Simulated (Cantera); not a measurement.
A diamond (100) surface in a fixed gas of H2 with x(CH4) = 0.0021, x(H) = 0.00023, x(CH3) = 4.2e-05, 10.5 Torr; coverages are run to steady state.

Cantera simulation using the Harris–Goodwin 1993 mechanism for the reconstructed diamond (100) surface; the numbers are that mechanism's predictions, not measurements.

θ: site fractions in the mechanism's names (c6HH fully hydrogenated, c6H* and c6*H radical sites, c6** diradical, c6HM methylated).

| T (K) | growth (µm/h) | θ c6HH | θ c6H* | θ c6*H | θ c6** | θ c6HM |
|---|---|---|---|---|---|---|
| 925 | (withheld) | 0.604 | 0.0108 | 0.277 | 0.00397 | 0.0819 |
| 975 | (withheld) | 0.601 | 0.0149 | 0.329 | 0.00574 | 0.0368 |
| 1025 | (withheld) | 0.586 | 0.0193 | 0.370 | 0.00751 | 0.0118 |
| 1075 | (withheld) | 0.565 | 0.0236 | 0.397 | 0.00899 | 0.00330 |
| 1125 | (withheld) | 0.547 | 0.0276 | 0.413 | 0.0101 | 0.000922 |
| 1175 | (withheld) | 0.537 | 0.0312 | 0.420 | 0.0107 | 0.000267 |
| 1225 | (withheld) | 0.535 | 0.0343 | 0.419 | 0.0109 | 8.03e-5 |
| 1275 | (withheld) | 0.540 | 0.0369 | 0.412 | 0.0107 | 2.51e-5 |
| 1325 | (withheld) | 0.552 | 0.0389 | 0.399 | 0.0103 | 8.46e-6 |
| 1375 | (withheld) | 0.566 | 0.0404 | 0.384 | 0.00970 | 3.11e-6 |

Q: Complete the blanks.

A: 
- 925, growth (µm/h): 0.127
- 975, growth (µm/h): 0.0941
- 1025, growth (µm/h): 0.0505
- 1075, growth (µm/h): 0.0270
- 1125, growth (µm/h): 0.0187
- 1175, growth (µm/h): 0.0163
- 1225, growth (µm/h): 0.0138
- 1275, growth (µm/h): 0.00890
- 1325, growth (µm/h): 0.00410
- 1375, growth (µm/h): 0.00159
